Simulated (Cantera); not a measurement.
Si₂H₆ + O₃ + N₂ + CO₂ (silicon oxide and oxynitride deposition)

Input: 1 mol Si₂H₆, 3.3 mol O₃, 58 mol N₂, 0.19 mol CO₂, at 0.220 bar.

Cantera equilibrium calculation (NASA polynomials, part measured and part estimated; ideal gas, pure solids and liquids). Candidate condensed phases: C, C₆H₆, C₇H₈, C₈H₁₈, H₂O, Si, SiC, SiO₂, Si₂N₂O, Si₃N₄; 151 gas species. The feed counts by its element totals alone. The tables hold silica as quartz up to 1696 K and as liquid above; real silica turns to tridymite and cristobalite and melts near 1996 K. Gases not in the tables: Si(OH)₄. Equilibrium is a limit: real reactors are often held back by kinetics, nucleation or transport.

From 1475 K to 1675 K the condensed part is SiO₂(β-quartz). From 1700 K to 1775 K the condensed part is SiO₂(condensed).

```tsv
T (K)	x N₂	x H₂O	x O₂	x CO₂	x NO	x OH	x O	x H₂	n SiO₂(β-quartz)	n SiO₂(condensed)
1475	0.926	0.0479	0.0229	0.00303	0.000387	3.64e-5	9.27e-7	9.07e-7	2.00	0
1500	0.926	0.0479	0.0229	0.00303	0.000438	4.54e-5	1.31e-6	1.28e-6	2.00	0
1525	0.926	0.0479	0.0229	0.00303	0.000494	5.62e-5	1.83e-6	1.77e-6	2.00	0
1550	0.926	0.0479	0.0229	0.00303	0.000554	6.92e-5	2.52e-6	2.44e-6	2.00	0
1575	0.926	0.0478	0.0228	0.00303	0.000620	8.45e-5	3.45e-6	3.32e-6	2.00	0
1600	0.926	0.0478	0.0228	0.00303	0.000691	0.000103	4.67e-6	4.48e-6	2.00	0
1625	0.926	0.0478	0.0227	0.00303	0.000767	0.000124	6.26e-6	5.99e-6	2.00	0
1650	0.925	0.0478	0.0227	0.00303	0.000849	0.000148	8.32e-6	7.94e-6	2.00	0
1675	0.925	0.0478	0.0226	0.00303	0.000937	0.000177	1.10e-5	1.04e-5	2.00	0
1700	0.925	0.0478	0.0226	0.00303	0.00103	0.000210	1.43e-5	1.36e-5	0	2.00
1725	0.925	0.0477	0.0225	0.00303	0.00113	0.000248	1.86e-5	1.76e-5	0	2.00
1750	0.925	0.0477	0.0225	0.00303	0.00124	0.000291	2.39e-5	2.26e-5	0	2.00
1775	0.925	0.0477	0.0224	0.00303	0.00135	0.000341	3.05e-5	2.89e-5	0	2.00
```
x: gas mole fraction; n: condensed amount in mol.
